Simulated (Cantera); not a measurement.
# Premixed flame

A freely propagating, adiabatic, planar premixed flame of CH4 : C2H6 : O2 : N2 : CO2 = 1 : 0.98 : 5.48 : 20.6 : 0.34 (molar parts), equivalence ratio 0.99, unburnt at 348 K and 240 Torr; mixture-averaged transport, grid criteria slope 0.08 and curve 0.16, no radiation.

Cantera simulation using GRI-Mech 3.0 (53 species, 325 reactions); the numbers are that mechanism's predictions, not measurements. Burning velocities carry a grid error of a few per cent, more on coarse grids.

| z (mm) | T (K) | u (m/s) | x CH4 | x C2H6 | x O2 | x OH | x N2O | x CO2 |
|---|---|---|---|---|---|---|---|---|
| -3.14 | 348 | 0.603 | 0.0352 | 0.0345 | 0.193 | <1e-8 | <1e-8 | 0.0120 |
| -2.10 | 349 | 0.605 | 0.0351 | 0.0344 | 0.193 | <1e-8 | <1e-8 | 0.0120 |
| -1.57 | 353 | 0.612 | 0.0350 | 0.0344 | 0.192 | <1e-8 | <1e-8 | 0.0119 |
| -1.05 | 395 | 0.691 | 0.0340 | 0.0339 | 0.188 | 4.33e-8 | <1e-8 | 0.0120 |
| -0.524 | 798 | 1.42 | 0.0262 | 0.0258 | 0.156 | 1.89e-5 | <1e-8 | 0.0155 |
| -0.262 | 1235 | 2.25 | 0.0168 | 0.0120 | 0.115 | 0.000197 | <1e-8 | 0.0229 |
| 0 | 1635 | 3.02 | 0.00521 | 0.000844 | 0.0669 | 0.00201 | 1.67e-8 | 0.0356 |
| 0.262 | 1786 | 3.30 | 0.000486 | 2.93e-6 | 0.0393 | 0.00568 | 2.84e-8 | 0.0501 |
| 0.524 | 1821 | 3.35 | 2.14e-5 | <1e-8 | 0.0296 | 0.00751 | 3.53e-8 | 0.0614 |
| 1.05 | 1856 | 3.40 | 5.26e-8 | <1e-8 | 0.0245 | 0.00828 | 3.70e-8 | 0.0728 |
| 2.10 | 1900 | 3.46 | <1e-8 | <1e-8 | 0.0221 | 0.00839 | 3.69e-8 | 0.0786 |
| 4.19 | 1958 | 3.55 | <1e-8 | <1e-8 | 0.0200 | 0.00818 | 3.88e-8 | 0.0814 |
| 8.38 | 2028 | 3.66 | <1e-8 | <1e-8 | 0.0175 | 0.00760 | 4.25e-8 | 0.0848 |
x: mole fraction of selected species; z is measured from the peak of heat release.

The laminar burning velocity comes out as 60.2 cm/s and the thermal thickness is 1.05 mm. The peak x(OH) comes out as 0.00840 and the grid points comes out as 155.
